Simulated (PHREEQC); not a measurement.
Metal-bearing waste water: an equilibrium model

Consider water at 36 °C with 18 mmol/kgw FeSO4, 3.7 mmol/kgw NaHCO3 and 120 mmol/kgw NaCl. Closed to the air; pH follows from the charge balance.

Equilibrium calculation in PHREEQC: ion-association model, phreeqc.dat.

Each row changes one thing in this solution. Precipitation was switched off in this run.

```
case                                 pH  ionic strength (mol/kgw)  Fe+2 (mol/kgw)  SO4-2 (mol/kgw)  FeSO4 (mol/kgw)  NaSO4- (mol/kgw)  SI of Melanterite (FeSO4:7H2O)  SI of Halite (NaCl)
---------------------------------  ----  ------------------------  --------------  ---------------  ---------------  ----------------  ------------------------------  -------------------
as made                            7.18                     0.174          0.0128           0.0123          0.00330           0.00241                           -2.73                -3.68
diluted 2-fold with water          7.25                    0.0887         0.00681          0.00668          0.00149          0.000828                           -3.07                -4.23
diluted 100-fold with water        7.34                   0.00193        0.000172         0.000175          4.40e-6           9.50e-7                           -5.60                -7.45
FeSO4 from 0.018 to 0.009 mol/kgw  7.32                     0.150         0.00678          0.00659          0.00104           0.00137                           -3.23                -3.67
NaHCO3 left out                    5.82                     0.172          0.0137           0.0121          0.00353           0.00232                           -2.70                -3.70
```

Some of these states are supersaturated (in Siderite, for instance). Constants without temperature data keep their 25 °C values here.
